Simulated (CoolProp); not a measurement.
Properties of nitrous oxide along the isobar 0.871 MPa.

Model: reference Helmholtz-energy equation of state, Lemmon 2006, in CoolProp. It is a short technical equation, of lower accuracy than the large ones.

```json
[
 {"T (K)": "307.6", "phase": "gas", "cv (kJ/(kg K))": "…", "speed of sound (m/s)": "264.8", "fugacity coefficient": "0.9579"},
 {"T (K)": "323.4", "phase": "gas", "cv (kJ/(kg K))": "0.7254", "speed of sound (m/s)": "272.0", "fugacity coefficient": "0.9641"},
 {"T (K)": "339.2", "phase": "gas", "cv (kJ/(kg K))": "…", "speed of sound (m/s)": "279.0", "fugacity coefficient": "0.9692"},
 {"T (K)": "355", "phase": "gas", "cv (kJ/(kg K))": "…", "speed of sound (m/s)": "…", "fugacity coefficient": "…"},
 {"T (K)": "370.8", "phase": "gas", "cv (kJ/(kg K))": "…", "speed of sound (m/s)": "292.1", "fugacity coefficient": "0.9771"},
 {"T (K)": "386.6", "phase": "gas", "cv (kJ/(kg K))": "0.7753", "speed of sound (m/s)": "…", "fugacity coefficient": "0.9801"},
 {"T (K)": "402.3", "phase": "gas", "cv (kJ/(kg K))": "0.7873", "speed of sound (m/s)": "304.3", "fugacity coefficient": "0.9827"},
 {"T (K)": "418.1", "phase": "gas", "cv (kJ/(kg K))": "0.7991", "speed of sound (m/s)": "310.2", "fugacity coefficient": "0.9850"},
 {"T (K)": "433.9", "phase": "gas", "cv (kJ/(kg K))": "0.8106", "speed of sound (m/s)": "316.0", "fugacity coefficient": "0.9869"},
 {"T (K)": "449.7", "phase": "gas", "cv (kJ/(kg K))": "0.8218", "speed of sound (m/s)": "…", "fugacity coefficient": "0.9886"}
]
```

Q: Fill in the missing entries.

A: 
- 307.6, cv (kJ/(kg K)): 0.7131
- 339.2, cv (kJ/(kg K)): 0.7380
- 355, cv (kJ/(kg K)): 0.7506
- 355, speed of sound (m/s): 285.6
- 355, fugacity coefficient: 0.9735
- 370.8, cv (kJ/(kg K)): 0.7630
- 386.6, speed of sound (m/s): 298.3
- 449.7, speed of sound (m/s): 321.6
